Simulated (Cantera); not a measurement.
Feed: 1 mol HgO, 3.4 mol H2, at 1348 K and 1050 Torr.

Equilibrium computed with Cantera from the NASA thermochemical tables; the gas is ideal and each condensed phase is pure. Candidate condensed phases: H2O, Hg, HgO; 10 gas species. Kinetics and transport are ignored.

Base state: H2 0.545, H2O 0.227, Hg 0.227 (mole fractions); condensed: gas only.

Question: What changes in the equilibrium state with this change: 0.89 mol O2 added?

Answer: 
| species | before | after |
|---|---|---|
| H2O | 0.227 | 0.632 |
| Hg | 0.227 | 0.227 |
| H2 | 0.545 | 0.141 |
